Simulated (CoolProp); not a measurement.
Dimethyl carbonate along the isobar 428 kPa: Z from the reference equation and from simpler models built on Tc = 283.9 °C, pc = 4909 kPa, ω = 0.346; each cubic takes its own stable root.

Computed with CoolProp (reference Helmholtz-energy equation of state, Zhou 2011).

```csv
T (°C),phase,reference
159.05,gas,0.9277
173.05,gas,0.9353
187.05,gas,0.9419
200.95,gas,0.9475
214.95,gas,0.9524
228.95,gas,0.9567
242.95,gas,0.9605
256.95,gas,0.9639
270.95,gas,0.9669
284.85,gas,0.9696
298.85,gas,0.9720
312.85,gas,0.9742
326.85,gas,0.9762
```

Question: How far does each simpler model (Pitzer virial, van der Waals) lie from the reference over these 13 states: mean and median of the absolute difference, and the worst?

Answer: 
- Pitzer virial: mean 0.1 %, median 0.1 %, worst -0.4 % at 159.05 °C and 428 kPa
- van der Waals: mean 1.0 %, median 0.8 %, worst +2.5 % at 159.05 °C and 428 kPa
